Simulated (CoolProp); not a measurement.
Values from CoolProp's reference Helmholtz-energy equation of state, Akasaka 2023.

Problem. For R1336mzz(E), give the phase and the cp (kJ/(kg K)), cv (kJ/(kg K)), expansivity (1/kK) at 61.95 °C and 57 bar; 86.85 °C and 57 bar.

Solution. 
- 61.95 °C and 57 bar: liquid; cp 1.26, cv 0.900, expansivity 2.64
- 86.85 °C and 57 bar: liquid; cp 1.30, cv 0.914, expansivity 3.35
